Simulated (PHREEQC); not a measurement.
0.013 g of hydrous ferric oxide (600 m²/g; 0.2 weak and 0.005 strong sites per Fe, Dzombak-Morel constants, diffuse double layer) in 1 kg of water with 0.01 mol/kgw of an inert sodium salt, at 25 °C; the pH is set by adding NaOH or the inert anion's acid. O2 is buffered at 0.21 atm. No CO2 enters from the air. Nothing may precipitate in this run.

Equilibrium calculation in PHREEQC: ion-association model, wateq4f.dat.

```json
[
 {"pH": "4", "surface charge σ (C/m²)": "0.216", "surface potential ψ (mV)": "185"},
 {"pH": "4.67", "surface charge σ (C/m²)": "0.143", "surface potential ψ (mV)": "164"},
 {"pH": "5.33", "surface charge σ (C/m²)": "0.088", "surface potential ψ (mV)": "___"},
 {"pH": "6", "surface charge σ (C/m²)": "___", "surface potential ψ (mV)": "___"},
 {"pH": "6.67", "surface charge σ (C/m²)": "0.025", "surface potential ψ (mV)": "78"},
 {"pH": "7.33", "surface charge σ (C/m²)": "0.011", "surface potential ψ (mV)": "43"},
 {"pH": "8", "surface charge σ (C/m²)": "0.001", "surface potential ψ (mV)": "___"},
 {"pH": "8.67", "surface charge σ (C/m²)": "-0.007", "surface potential ψ (mV)": "___"},
 {"pH": "9.33", "surface charge σ (C/m²)": "-0.020", "surface potential ψ (mV)": "-66"},
 {"pH": "10", "surface charge σ (C/m²)": "-0.040", "surface potential ψ (mV)": "-100"},
 {"pH": "10.67", "surface charge σ (C/m²)": "-0.075", "surface potential ψ (mV)": "___"},
 {"pH": "11.33", "surface charge σ (C/m²)": "-0.131", "surface potential ψ (mV)": "-154"},
 {"pH": "12", "surface charge σ (C/m²)": "-0.229", "surface potential ψ (mV)": "-168"}
]
```

Q: Some entries are withheld; supply them.

A: 
- 5.33, surface potential ψ (mV): 139
- 6, surface charge σ (C/m²): 0.049
- 6, surface potential ψ (mV): 110
- 8, surface potential ψ (mV): 6
- 8.67, surface potential ψ (mV): -31
- 10.67, surface potential ψ (mV): -130
